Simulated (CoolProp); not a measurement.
Vapour-liquid equilibrium of toluene (1) + n-decane (2) at 498.1 K; x and y are mole fractions of (1).

Values from CoolProp's multi-fluid Helmholtz-energy mixture model, Lemmon 2006 and Lemmon 2006; pair parameters Bell 2016.

```csv
x,"bubble pressure, mixture model (kPa)","bubble pressure, Raoult's law (kPa)","y, mixture model","y, Raoult's law"
0.05,…,357.2,…,0.160
0.2,467.1,481.0,…,0.475
0.35,…,604.9,0.611,0.661
0.5,715.4,728.7,0.740,0.783
0.65,840.6,852.6,…,0.870
0.8,966.9,976.4,…,0.935
0.95,1097,1100,…,0.986
```

Question: Complete the blanks.

Answer: 
- 0.05, bubble pressure, mixture model (kPa): 351.3
- 0.05, y, mixture model: 0.131
- 0.2, y, mixture model: 0.423
- 0.35, bubble pressure, mixture model (kPa): 590.3
- 0.65, y, mixture model: 0.835
- 0.8, y, mixture model: 0.912
- 0.95, y, mixture model: 0.979

The largest gap from Raoult's law is -2.9 % in bubble pressure, at x = 0.2. No azeotrope shows between x = 0.05 and 0.95.

The pair parameters rest on a limited set of measurements; away from them the model extrapolates.
